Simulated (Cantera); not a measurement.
Chemical vapour transport: Si + H₂O

Feed: 1 mol Si, 0.89 mol H₂O, at 100 Torr.

These are equilibrium values from Cantera (NASA tables, ideal gas, pure condensed phases), not measurements of a reactor. Candidate condensed phases: H₂O, Si, SiO₂; 18 gas species. Mutual solubility and eutectic melting of coexisting phases are not modelled. The tables hold silica as quartz up to 1696 K and as liquid above; real silica turns to tridymite and cristobalite and melts near 1996 K. Equilibrium is a limit: real reactors are often held back by kinetics, nucleation or transport.

```json
[
 {"T (K)": "723", "log p H₂": "-0.88", "log p SiO": "<-12", "log p H": "<-12", "log p H₂O": "<-12", "log p SiH₂": "<-12", "log p Si": "<-12", "log p SiH": "<-12", "log p SiH₄": "-8.61", "n Si(s)": "0.555", "n SiO₂(α-quartz)": "0.445", "n SiO₂(β-quartz)": "0"},
 {"T (K)": "823", "log p H₂": "-0.88", "log p SiO": "<-12", "log p H": "-11.57", "log p H₂O": "-12.20", "log p SiH₂": "<-12", "log p Si": "<-12", "log p SiH": "<-12", "log p SiH₄": "-8.40", "n Si(s)": "0.555", "n SiO₂(α-quartz)": "0.445", "n SiO₂(β-quartz)": "0"},
 {"T (K)": "923", "log p H₂": "-0.88", "log p SiO": "-10.80", "log p H": "-10.05", "log p H₂O": "-10.78", "log p SiH₂": "-11.96", "log p Si": "<-12", "log p SiH": "<-12", "log p SiH₄": "-8.24", "n Si(s)": "0.555", "n SiO₂(α-quartz)": "0", "n SiO₂(β-quartz)": "0.445"},
 {"T (K)": "1023", "log p H₂": "-0.88", "log p SiO": "-8.88", "log p H": "-8.82", "log p H₂O": "-9.65", "log p SiH₂": "-10.62", "log p Si": "<-12", "log p SiH": "<-12", "log p SiH₄": "-8.11", "n Si(s)": "0.555", "n SiO₂(α-quartz)": "0", "n SiO₂(β-quartz)": "0.445"},
 {"T (K)": "1123", "log p H₂": "-0.88", "log p SiO": "-7.30", "log p H": "-7.81", "log p H₂O": "-8.72", "log p SiH₂": "-9.52", "log p Si": "<-12", "log p SiH": "-12.22", "log p SiH₄": "-8.01", "n Si(s)": "0.555", "n SiO₂(α-quartz)": "0", "n SiO₂(β-quartz)": "0.445"},
 {"T (K)": "1223", "log p H₂": "-0.88", "log p SiO": "-5.99", "log p H": "-6.96", "log p H₂O": "-7.95", "log p SiH₂": "-8.60", "log p Si": "-11.49", "log p SiH": "-10.82", "log p SiH₄": "-7.92", "n Si(s)": "0.555", "n SiO₂(α-quartz)": "0", "n SiO₂(β-quartz)": "0.445"},
 {"T (K)": "1323", "log p H₂": "-0.88", "log p SiO": "-4.88", "log p H": "-6.24", "log p H₂O": "-7.29", "log p SiH₂": "-7.82", "log p Si": "-10.05", "log p SiH": "-9.62", "log p SiH₄": "-7.85", "n Si(s)": "0.555", "n SiO₂(α-quartz)": "0", "n SiO₂(β-quartz)": "0.445"},
 {"T (K)": "1423", "log p H₂": "-0.88", "log p SiO": "-3.93", "log p H": "-5.62", "log p H₂O": "-6.73", "log p SiH₂": "-7.15", "log p Si": "-8.82", "log p SiH": "-8.60", "log p SiH₄": "-7.78", "n Si(s)": "0.555", "n SiO₂(α-quartz)": "0", "n SiO₂(β-quartz)": "0.445"},
 {"T (K)": "1523", "log p H₂": "-0.88", "log p SiO": "-3.11", "log p H": "-5.08", "log p H₂O": "-6.25", "log p SiH₂": "-6.58", "log p Si": "-7.74", "log p SiH": "-7.72", "log p SiH₄": "-7.73", "n Si(s)": "0.552", "n SiO₂(α-quartz)": "0", "n SiO₂(β-quartz)": "0.442"},
 {"T (K)": "1623", "log p H₂": "-0.89", "log p SiO": "-2.39", "log p H": "-4.60", "log p H₂O": "-5.84", "log p SiH₂": "-6.08", "log p Si": "-6.81", "log p SiH": "-6.95", "log p SiH₄": "-7.70", "n Si(s)": "0.541", "n SiO₂(α-quartz)": "0", "n SiO₂(β-quartz)": "0.431"}
]
```
log p: log10 of the partial pressure in bar; n: condensed amount in mol.

From 723 K to 823 K the condensed part is Si(s) + SiO₂(α-quartz). From 923 K to 1623 K the condensed part is Si(s) + SiO₂(β-quartz). The main Si-bearing gas is SiH₄ at 723 K and SiO at 1623 K.
